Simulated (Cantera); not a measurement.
**FeS + H2 + H2O (hydrogen reduction and annealing atmospheres)**

Input: 1 mol FeS, 0.36 mol H2, 0.43 mol H2O, held at 802 °C and 0.0410 bar.

These are equilibrium values from Cantera (NASA tables, ideal gas, pure condensed phases), not measurements of a reactor. Candidate condensed phases: Fe, FeO, Fe(OH)2, Fe(OH)3, FeS, FeSO4, FeS2, Fe2O3, Fe2(SO4)3, Fe3O4, H2O, H2SO4, S; 22 gas species. Mutual solubility and eutectic melting of coexisting phases are not modelled. The tables' stoichiometric FeO is somewhat more stable than real wüstite, so its field is too wide. FeO, FeS: taken at fixed stoichiometry. The numbers say what is thermodynamically allowed, not how fast it happens.

| Quantity | Result |
|---|---|
| x(H2O) | 0.539 |
| x(H2) | 0.456 |
| x(H2S) | 0.00486 |
| n(FeO(s)) | 0.00384 mol |
| n(FeS(s)) | 0.996 mol |
| gas amount | 0.7900 mol |
| log10 activity of Fe(α) (absent) | -0.74 |
| log10 activity of S(l) (absent) | -4.33 |
| log10 activity of Fe(OH)2(s) (absent) | -6.66 |
